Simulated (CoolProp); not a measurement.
Saturation properties of R1224YDZ.

Computed with CoolProp (reference Helmholtz-energy equation of state, Akasaka 2023).

```tsv
T (K)	p (MPa)	liquid density (kg/m³)	vapour density (kg/m³)	liquid cp (kJ/(kg K))
317.2	0.2765	?	17.18	1.192
326.9	0.3687	1276	22.72	1.216
336.7	0.4836	1245	29.69	1.244
346.4	0.6221	1213	38.23	1.274
356.2	0.7902	?	48.91	1.309
365.9	0.9880	?	61.99	1.349
375.7	?	1101	78.47	1.399
385.4	1.495	1057	99.09	1.461
395.2	1.814	1007	126.0	1.549
```

Task: What belongs in the gaps?

Result: 
- 317.2, liquid density (kg/m³): 1306
- 356.2, liquid density (kg/m³): 1178
- 365.9, liquid density (kg/m³): 1141
- 375.7, p (MPa): 1.223

It boils at 288.0 K under 1 atm.
